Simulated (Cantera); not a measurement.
Charge: 1 mol borazine, 0.35 mol H2O, 18 mol N2, held at 1377 °C and 0.315 Torr.

Method: chemical equilibrium by Gibbs-energy minimisation in Cantera with the NASA 1993 tables (ideal gas, pure condensed phases). Candidate condensed phases: B, BN, B2O3, B3O3H3, H2O; 39 gas species. The feed counts by its element totals alone. Equilibrium is a limit: real reactors are often held back by kinetics, nucleation or transport.

Base state: N2 0.836, H2 0.149, HBO 0.00771, B2O2 0.00205, BO 0.00188, H 0.00171, B2O3 0.000618, HBO2 0.000284 (mole fractions); condensed: BN(s).

Task: What changes in the equilibrium state with this change: N2 from 18 to 5.6 mol?

Result: 
```json
[
 {"species": "N2", "before": "0.836", "after": "0.620"},
 {"species": "H2", "before": "0.149", "after": "0.349"},
 {"species": "HBO", "before": "0.00771", "after": "0.0179"},
 {"species": "H2O", "before": "6.99e-6", "after": "2.14e-5"},
 {"species": "HBO2", "before": "0.000284", "after": "0.000864"},
 {"species": "B2O3", "before": "0.000618", "after": "0.00187"},
 {"species": "B2O2", "before": "0.00205", "after": "0.00474"},
 {"species": "BN(s), mol", "before": "2.67", "after": "2.68"}
]
```
